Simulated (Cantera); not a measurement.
An isothermal, constant-pressure homogeneous reactor starts with CH4 : H2 = 0.015 : 1 (molar parts), at 2475 K and 20.0 Torr.

Model: GRI-Mech 3.0 (53 species, 325 reactions), integrated in Cantera. GRI-Mech 3.0 stops at C3 and has no aromatics, soot or wall deposition, so with more carbon than oxygen in the feed, carbon stays in small species such as C2H2 where larger ones or solid carbon would form. Radical loss at walls, strong at low pressure, is not modelled.

x: mole fraction; the columns are a selection and need not sum to one.

| t (s) | x CH4 | x H2 | x C2H2 | x C2H4 | x C2H | x CH3 |
|---|---|---|---|---|---|---|
| 8.00e-6 | 0.0147 | 0.985 | 4.08e-11 | 1.74e-9 | <1e-12 | … |
| 4.11e-5 | 0.0144 | 0.984 | 2.73e-8 | 1.85e-7 | 1.92e-12 | … |
| 0.000211 | 0.0133 | 0.980 | 1.23e-5 | 9.57e-6 | 4.53e-9 | … |
| 0.00109 | 0.00799 | 0.965 | 0.00154 | 4.76e-5 | 2.34e-6 | … |
| 0.00558 | 0.000746 | 0.953 | 0.00645 | 2.06e-6 | 1.81e-5 | … |
| 0.0287 | 4.29e-5 | 0.935 | 0.00699 | 4.21e-7 | 2.96e-5 | … |
| 0.147 | 4.86e-6 | 0.892 | 0.00685 | 1.83e-7 | 5.27e-5 | … |
| 0.757 | 2.76e-6 | 0.864 | 0.00674 | 1.23e-7 | 6.82e-5 | 7.39e-6 |
| 3.89 | 2.75e-6 | 0.864 | 0.00673 | 1.23e-7 | 6.83e-5 | 7.37e-6 |
| 20.0 | 2.75e-6 | 0.864 | 0.00673 | 1.23e-7 | 6.83e-5 | 7.37e-6 |

### Question
What belongs in the gaps?

### Answer

- 8.00e-6, x CH3: 9.33e-5
- 4.11e-5, x CH3: 0.000329
- 0.000211, x CH3: 0.00136
- 0.00109, x CH3: 0.00323
- 0.00558, x CH3: 0.000558
- 0.0287, x CH3: 4.83e-5
- 0.147, x CH3: 9.90e-6
